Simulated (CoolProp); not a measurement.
Vapour-liquid equilibrium of R125 (1) + n-butane (2) at 266.8 K; x and y are mole fractions of (1).

Values from CoolProp's multi-fluid Helmholtz-energy mixture model, Lemmon 2005 and Bücker 2006; pair parameters Bell 2016.

```csv
x,bubble pressure (kPa),y at the bubble point,dew pressure at overall composition x (kPa),liquid density (mol/L)
0.05,(withheld),0.555,84.90,10.47
0.2,359.7,0.790,100.8,10.51
0.35,(withheld),0.836,123.7,(withheld)
0.5,468.0,(withheld),160.0,10.61
0.65,489.9,0.872,(withheld),10.70
0.8,(withheld),(withheld),373.9,(withheld)
0.95,540.0,0.963,536.8,11.12
```

Fill in the missing entries.


- 0.05, bubble pressure (kPa): 179.1
- 0.35, bubble pressure (kPa): 435.4
- 0.35, liquid density (mol/L): 10.55
- 0.5, y at the bubble point: 0.855
- 0.65, dew pressure at overall composition x (kPa): 225.6
- 0.8, bubble pressure (kPa): 514.2
- 0.8, y at the bubble point: 0.900
- 0.8, liquid density (mol/L): 10.86

No azeotrope shows between x = 0.05 and 0.95.

The pair parameters rest on a limited set of measurements; away from them the model extrapolates. With so large a gap from Raoult's law the liquid may split in two, which this calculation doesn't test in full.
